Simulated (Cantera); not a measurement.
## Gas-phase reforming

An isothermal, constant-pressure homogeneous reactor starts with CH4 : H2O = 1 : 0.36 (molar parts), at 1625 K and 5.00 bar.

Detailed kinetics in Cantera: GRI-Mech 3.0 (53 species, 325 reactions). GRI-Mech 3.0 stops at C3 and has no aromatics, soot or wall deposition, so with more carbon than oxygen in the feed, carbon stays in small species such as C2H2 where larger ones or solid carbon would form.

```csv
t (s),x CH4,x H2O,x CH2O,x O2,x C2H2,x C2H6,x H2
2.00e-5,0.734,0.265,1.06e-7,<1e-12,8.89e-8,0.000200,0.000437
0.000100,0.730,0.265,1.11e-6,<1e-12,9.96e-6,0.00152,0.00269
0.000503,0.703,0.262,6.43e-6,1.50e-12,0.00105,0.00458,0.0215
0.00252,0.573,0.243,4.86e-6,3.47e-12,0.0296,0.00244,0.131
0.0126,0.329,0.204,1.66e-6,<1e-12,0.0998,0.000629,0.345
0.0633,0.167,0.168,6.83e-7,<1e-12,0.132,0.000277,0.492
0.317,0.160,0.118,4.52e-7,<1e-12,0.109,0.000252,0.536
1.59,0.151,0.0414,2.55e-7,<1e-12,0.0701,0.000203,0.601
7.98,0.142,0.00185,2.10e-7,<1e-12,0.0516,0.000168,0.639
40.0,0.141,7.53e-6,2.09e-7,<1e-12,0.0508,0.000166,0.640
```
x: mole fraction; the columns are a selection and need not sum to one.

Equilibrium at this temperature and pressure: CH4 0.141, H2O 7.66e-6, CH2O 2.09e-7, O2 <1e-12, C2H2 0.0508, C2H6 0.000166, H2 0.640 (gas phase only).
